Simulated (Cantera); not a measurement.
Feed: 1 mol MgSO4, 0.036 mol C, 0.13 mol H2O, at 923.15 K and 83.0 Pa.

Method: chemical equilibrium by Gibbs-energy minimisation in Cantera with the NASA 1993 tables (ideal gas, pure condensed phases). Candidate condensed phases: C, C6H6, C7H8, C8H18, H2O, H2SO4, Mg, MgCO3, MgO, Mg(OH)2, MgS, MgSO4, S; 130 gas species. Kinetics and transport are ignored.

Base state: H2O 0.546, SO2 0.302, CO2 0.151, SO3 0.000378, O2 8.13e-5 (mole fractions); condensed: MgO(s) + MgSO4(s).

**Question.** What changes in the equilibrium state with this change: temperature from 923.15 K to 1473.15 K?

**Answer.** 
```json
[
 {"species": "SO2", "before": "0.302", "after": "0.613"},
 {"species": "O2", "before": "8.13e-5", "after": "0.284"},
 {"species": "H2O", "before": "0.546", "after": "0.0796"},
 {"species": "CO2", "before": "0.151", "after": "0.0221"},
 {"species": "O", "before": "<1e-9", "after": "5.18e-5"},
 {"species": "OH", "before": "4.36e-8", "after": "0.000350"},
 {"species": "SO3", "before": "0.000378", "after": "0.000405"},
 {"species": "MgO(s), mol", "before": "0.0721", "after": "1.00"},
 {"species": "MgSO4(s), mol", "before": "0.928", "after": "0"}
]
```

**Question.** What changes in the equilibrium state with this change: temperature from 923.15 K to 1073.15 K?

**Answer.** 
```csv
species,before,after
SO2,0.302,0.608
O2,8.13e-5,0.282
H2O,0.546,0.0801
CO2,0.151,0.0222
SO3,0.000378,0.00756
"MgO(s), mol",0.0721,1.00
"MgSO4(s), mol",0.928,0
```
